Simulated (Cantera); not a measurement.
Charge: 1 mol Si, 2 mol HCl, 9.9 mol H2, held at 950 °C and 7.50 Torr.

Method: chemical equilibrium by Gibbs-energy minimisation in Cantera with the NASA 1993 tables (ideal gas, pure condensed phases). The tables' values for SiCl3 are old estimates; treat these amounts as uncertain. Equilibrium is a limit: real reactors are often held back by kinetics, nucleation or transport.

```csv
species,before,after
H2,0.882,0.894
HCl,0.0850,0.0792
SiCl2,0.0199,0.0171
SiCl4,0.00660,0.00486
SiCl3,0.00406,0.00323
SiHCl3,0.00212,0.00169
SiH2Cl2,9.06e-5,7.88e-5
"Si(s), mol",0.614,0.690
```
Gas species are given as mole fractions.

Problem. Name the change that produced these shifts.
A. temperature from 950 °C to 877 °C
B. H2 from 9.9 to 28 mol
C. HCl from 2 to 1.7 mol
D. pressure from 7.50 Torr to 18.8 Torr

Solution. C, HCl from 2 to 1.7 mol
